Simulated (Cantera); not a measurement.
Cantera run, input and output.

```python
import numpy as np
import cantera as ct

gas = ct.Solution("gri30.yaml")
gas.TPX = 1123, 10000, {'N2O': 1, 'H2': 0.037, 'N2': 1.2}
reactor = ct.IdealGasConstPressureReactor(gas, energy="off", clone=False)
net = ct.ReactorNet([reactor])
net.rtol, net.atol = 1e-08, 1e-18
show = ['N2O', 'H2', 'NO', 'H2O', 'N2']
times = np.geomspace(2e-05, 200, 12)

steps = ct.SolutionArray(gas, extra=["t"])
rows = []
print(f"{'t/s':>10s}{'T/K':>9s}{'P/Pa':>11s}" + "".join(f"{s:>11s}" for s in show))
for t in times:
    while net.time < t:
        t_next = net.step()
        steps.append(gas.state, t=t_next)
    rows.append([np.interp(t, steps.t, y) for y in (steps.T, steps.P, *steps(*show).X.T)])
    print(f"{t:10.3e}{rows[-1][0]:9.1f}{rows[-1][1]:11.4g}" + "".join(f"{x:11.3e}" for x in rows[-1][2:]))
rate = np.gradient(steps.T, steps.t)
print("integrator steps:", len(steps.t))
if steps.T.max() > steps.T[0] + 200:
    print(f"time of steepest temperature rise: {steps.t[rate.argmax()]:.4e} s")
gas.TPX = 1123, 10000, {'N2O': 1, 'H2': 0.037, 'N2': 1.2}
gas.equilibrate("TP")
print(f"equilibrium (TP): T = {gas.T:.1f} K  " + "  ".join(f"{s} {gas[s].X[0]:.3e}" for s in show))
```

Result:

```
       t/s      T/K       P/Pa        N2O         H2         NO        H2O         N2
 2.000e-05   1123.0      1e+04  4.470e-01  1.654e-02  4.819e-10  8.915e-10  5.364e-01
 8.658e-05   1123.0      1e+04  4.470e-01  1.654e-02  7.729e-09  6.095e-08  5.364e-01
 3.748e-04   1123.0      1e+04  4.470e-01  1.654e-02  9.839e-08  2.652e-06  5.364e-01
 1.622e-03   1123.0      1e+04  4.470e-01  1.648e-02  1.205e-06  6.099e-05  5.365e-01
 7.022e-03   1123.0      1e+04  4.460e-01  1.557e-02  1.367e-05  9.584e-04  5.374e-01
 3.040e-02   1123.0      1e+04  4.391e-01  8.815e-03  6.831e-05  7.686e-03  5.442e-01
 1.316e-01   1123.0      1e+04  4.306e-01  1.100e-03  1.362e-04  1.541e-02  5.524e-01
 5.696e-01   1123.0      1e+04  4.263e-01  1.354e-05  2.765e-04  1.649e-02  5.553e-01
 2.466e+00   1123.0      1e+04  4.128e-01  1.185e-08  9.492e-04  1.642e-02  5.630e-01
 1.067e+01   1123.0      1e+04  3.604e-01  9.291e-09  3.744e-03  1.606e-02  5.928e-01
 4.620e+01   1123.0      1e+04  2.074e-01  1.012e-08  1.181e-02  1.502e-02  6.799e-01
 2.000e+02   1123.0      1e+04  2.813e-02  8.843e-09  2.048e-02  1.380e-02  7.823e-01
integrator steps: 2096
equilibrium (TP): T = 1123.0 K  N2O 2.309e-09  H2 2.367e-10  NO 9.761e-05  H2O 1.361e-02  N2 8.092e-01
```

Cantera simulation using GRI-Mech 3.0 (53 species, 325 reactions); the numbers are that mechanism's predictions, not measurements. GRI-Mech 3.0 was tuned for natural gas; its chemistry of N2O as a main component is partial and can be far from experiment. The mechanism lacks the step 2 NO + O2 → 2 NO2, which can matter for NO2 below about 1400 K. The temperature is held fixed by assumption; the heat of reaction is taken as removed at once.
